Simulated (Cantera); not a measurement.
A freely propagating, adiabatic, planar premixed flame of CH4 : C2H6 : C3H8 : O2 : N2 = 1 : 0.071 : 1 : 7.88 : 29.6 (molar parts), equivalence ratio 0.92, unburnt at 500 K and 165 Torr; mixture-averaged transport, grid criteria slope 0.08 and curve 0.16, no radiation.

Detailed kinetics in Cantera: GRI-Mech 3.0 (53 species, 325 reactions). GRI-Mech 3.0 was tuned for natural gas; its chemistry of propane as a main component is partial and can be far from experiment. Burning velocities carry a grid error of a few per cent, more on coarse grids.

x: mole fraction of selected species; z is measured from the peak of heat release.

```csv
z (mm),T (K),u (m/s),x CH4,x C2H6,x C3H8,x H2O,x NO,x CH2
-3.58,500,1.33,0.0253,0.00179,0.0253,8.40e-6,<1e-8,<1e-8
-2.39,501,1.33,0.0252,0.00179,0.0252,0.000102,<1e-8,<1e-8
-1.79,503,1.34,0.0251,0.00179,0.0252,0.000526,<1e-8,<1e-8
-1.19,530,1.42,0.0246,0.00181,0.0250,0.00382,[?],<1e-8
-0.597,818,2.24,0.0206,0.00242,0.0198,0.0314,[?],3.85e-7
-0.298,1208,3.40,0.0138,0.00194,0.00760,0.0660,[?],1.35e-5
0,1599,4.59,0.00476,0.000203,0.000330,0.102,[?],5.61e-5
0.298,1766,5.09,0.000642,1.79e-6,7.42e-7,0.120,[?],2.04e-5
0.597,1805,5.19,4.63e-5,<1e-8,<1e-8,0.125,[?],1.55e-6
1.19,1836,5.25,1.88e-7,<1e-8,<1e-8,0.124,[?],<1e-8
2.39,1872,5.33,<1e-8,<1e-8,<1e-8,0.123,[?],<1e-8
4.77,1921,5.45,<1e-8,<1e-8,<1e-8,0.125,[?],<1e-8
9.55,1987,5.61,<1e-8,<1e-8,<1e-8,0.129,[?],<1e-8
```

Problem. What belongs in the gaps?

Solution. 
- -1.19, x NO: 3.18e-8
- -0.597, x NO: 5.02e-7
- -0.298, x NO: 1.44e-6
- 0, x NO: 3.38e-6
- 0.298, x NO: 6.06e-6
- 0.597, x NO: 7.99e-6
- 1.19, x NO: 9.97e-6
- 2.39, x NO: 1.25e-5
- 4.77, x NO: 1.72e-5
- 9.55, x NO: 2.62e-5
